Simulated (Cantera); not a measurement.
## Ammonia decomposition in nitride growth gas

A perfectly stirred reactor is fed with NH3 : H2 : N2 = 1 : 4.9 : 0.34 (molar parts), at 0.987 atm; it is held at 2223 K, and followed from long to short residence time.

Detailed kinetics in Cantera: the gas-phase N/H chemistry of the illustrative SiF4/NH3 mechanism in the Surface Chemkin manual (1991). Walls and surfaces, which speed up NH3 decomposition in real reactors, are not modelled.

```
τ (s)      x NH3   x H2      x N    x N2H2      x H    x N2H4     x NH2
------  --------  -----  -------  --------  -------  --------  --------
24      0.000287  0.878  3.91e-7  2.21e-10  0.00603  3.42e-12   6.13e-6
8.2     0.000493  0.878  6.65e-7  6.45e-10  0.00601  1.00e-11   1.05e-5
2.8     0.000856  0.878  1.12e-6   1.89e-9  0.00595  2.97e-11   1.81e-5
0.95     0.00153  0.878  1.85e-6   5.65e-9  0.00580  9.05e-11   3.15e-5
0.32     0.00298  0.877  2.88e-6   1.74e-8  0.00539  2.94e-10   5.69e-5
0.11     0.00672  0.876  3.81e-6   5.43e-8  0.00451   1.06e-9  0.000108
0.037     0.0182  0.870  4.11e-6   1.72e-7  0.00331   4.22e-9  0.000215
0.013     0.0438  0.854  4.08e-6   4.47e-7  0.00243   1.37e-8  0.000388
0.0043    0.0858  0.829  3.99e-6   9.34e-7  0.00189   3.37e-8  0.000607
```
x: mole fraction; the columns are a selection and need not sum to one.
